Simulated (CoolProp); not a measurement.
The numbers come from the reference Helmholtz-energy equation of state, Akasaka 2024 in CoolProp.

Question: Give the vapour pressure (MPa), vapour density (kg/m³), enthalpy of vaporisation (kJ/kg) of saturated R1132(E) at -10.05, 48.45 °C.

Answer: 
```csv
T (°C),p (MPa),vapour density (kg/m³),enthalpy of vaporisation (kJ/kg)
-10.05,0.589,19.5,264
48.45,2.91,108,168
```
